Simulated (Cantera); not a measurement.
Feed: 1 mol CsCl, 1.2 mol H2, held at 1.00 bar.

Equilibrium computed with Cantera from the NASA thermochemical tables; the gas is ideal and each condensed phase is pure. Candidate condensed phases: Cs, CsCl; 9 gas species. Equilibrium is a limit: real reactors are often held back by kinetics, nucleation or transport.

Which condensed phases are stable at each of these points (T (°C)): 650, 725, 800, 875, 950, 1025, 1100, 1175, 1250, 1325, 1400?


| T (°C) | condensed phases | Cs condensed (%) |
|---|---|---|
| 650 | CsCl(l) | 100.0 |
| 725 | CsCl(l) | 99.8 |
| 800 | CsCl(l) | 99.4 |
| 875 | CsCl(l) | 98.0 |
| 950 | CsCl(l) | 94.4 |
| 1025 | CsCl(l) | 86.3 |
| 1100 | CsCl(l) | 68.1 |
| 1175 | CsCl(l) | 24.1 |
| 1250 | gas only | 0.0 |
| 1325 | gas only | 0.0 |
| 1400 | gas only | 0.0 |

From 650 °C to 1175 °C the condensed part is CsCl(l). From 1250 °C to 1400 °C nothing is condensed.
